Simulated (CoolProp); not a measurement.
CH2F2 (R32) at 293.15 K and 1.16 MPa flows at 10 m/s in a round tube of 25 mm bore and 45 µm roughness, fully developed (64/Re and Nu = 3.66 if laminar; Colebrook and Gnielinski if turbulent). Each further row changes one setting.

Computed with CoolProp (reference Helmholtz-energy equation of state, Tillner-Roth 1997).

```tsv
case	Reynolds number	Darcy friction factor	pressure drop (Pa/m)	heat-transfer coefficient (W/(m² K))	mass flow (kg/h)
as stated	[?]	0.0231	1380	1030	528
velocity 20 m/s	1120000	[?]	5490	[?]	[?]
diameter 50 mm	1120000	0.0194	581	868	2110
```

### Question
Complete the blanks.

### Answer

- as stated, Reynolds number: 561000
- velocity 20 m/s, Darcy friction factor: 0.0230
- velocity 20 m/s, heat-transfer coefficient (W/(m² K)): 2040
- velocity 20 m/s, mass flow (kg/h): 1060

Viscosity comes from a separate model (Bell 2016), an estimate that may be off by 10 % or more. Thermal conductivity comes from a separate model (Huber 2003), an estimate that may be off by 10 % or more.
